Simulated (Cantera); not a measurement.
**Silicon etching in halogen gases: Si + HBr + H2**

Charge: 1 mol Si, 20 mol HBr, 26 mol H2, at 86.0 Pa.

These are equilibrium values from Cantera (NASA tables, ideal gas, pure condensed phases), not measurements of a reactor. Candidate condensed phases: Br2, Si; 19 gas species. The tables' values for SiBr3, SiBr are old estimates; treat these amounts as uncertain. Kinetics and transport are ignored.

From 998 K to 1698 K nothing is condensed. The main Si-bearing gas is SiBr4 at 998 K and SiBr2 at 1698 K.

```tsv
T (K)	log p H2	log p HBr	log p Br	log p SiBr4	log p SiBr2	log p H	log p SiBr3
998	-3.27	-3.51	-7.31	-4.73	-6.55	-10.30	-6.84
1098	-3.28	-3.50	-6.57	-4.86	-5.37	-9.25	-6.16
1198	-3.29	-3.48	-5.94	-5.39	-4.86	-8.37	-6.05
1298	-3.30	-3.48	-5.42	-6.20	-4.76	-7.62	-6.29
1398	-3.29	-3.49	-4.99	-6.99	-4.74	-6.97	-6.58
1498	-3.29	-3.51	-4.62	-7.72	-4.74	-6.41	-6.87
1598	-3.29	-3.55	-4.33	-8.40	-4.74	-5.92	-7.14
1698	-3.29	-3.62	-4.10	-9.07	-4.76	-5.48	-7.42
```
log p: log10 of the partial pressure in bar; nothing condenses.
